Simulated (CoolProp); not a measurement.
CHF3 (R23) along the isotherm -1.65 °C: Z from the reference equation and from simpler models built on Tc = 26.1 °C, pc = 4.832 MPa, ω = 0.263; each cubic takes its own stable root.

Model: reference Helmholtz-energy equation of state, Penoncello 2003, in CoolProp.

```json
[
 {"p (MPa)": "0.0764", "phase": "gas", "reference": "0.9919"},
 {"p (MPa)": "0.129", "phase": "gas", "reference": "0.9863"},
 {"p (MPa)": "0.218", "phase": "gas", "reference": "0.9767"},
 {"p (MPa)": "0.367", "phase": "gas", "reference": "0.9604"},
 {"p (MPa)": "0.62", "phase": "gas", "reference": "0.9315"},
 {"p (MPa)": "1.05", "phase": "gas", "reference": "0.8789"},
 {"p (MPa)": "1.76", "phase": "gas", "reference": "0.7777"},
 {"p (MPa)": "2.98", "phase": "liquid", "reference": "0.08736"},
 {"p (MPa)": "5.03", "phase": "liquid", "reference": "0.1435"},
 {"p (MPa)": "8.48", "phase": "liquid", "reference": "0.2341"},
 {"p (MPa)": "14.3", "phase": "liquid", "reference": "0.3795"},
 {"p (MPa)": "24.2", "phase": "liquid", "reference": "0.6138"}
]
```

How far does each simpler model (van der Waals, Soave-Redlich-Kwong) lie from the reference over these 12 states: mean and median of the absolute difference, and the worst?


- van der Waals: mean 77.9 %, median 6.0 %, worst +673.9 % at -1.65 °C and 2.98 MPa
- Soave-Redlich-Kwong: mean 8.6 %, median 2.0 %, worst +24.3 % at -1.65 °C and 2.98 MPa

At some of these states van der Waals gives the other phase, because its saturation line lies elsewhere.
